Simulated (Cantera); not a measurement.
Charge: 1 mol acetone, 0.043 mol H2O, 4.6 mol H2, at 0.180 bar.

These are equilibrium values from Cantera (NASA tables, ideal gas, pure condensed phases), not measurements of a reactor. Candidate condensed phases: C, C6H6, C7H8, C8H18, H2O; 110 gas species. The feed counts by its element totals alone. The numbers say what is thermodynamically allowed, not how fast it happens.

Q: At 1798 K, list the 5 most abundant gas species with their mole fractions, and the condensed phases.

A: H2 0.879, CO 0.120, H 0.000778, C2H2 (acetylene) 0.000152, CH4 0.000108. Condensed: C(graphite).
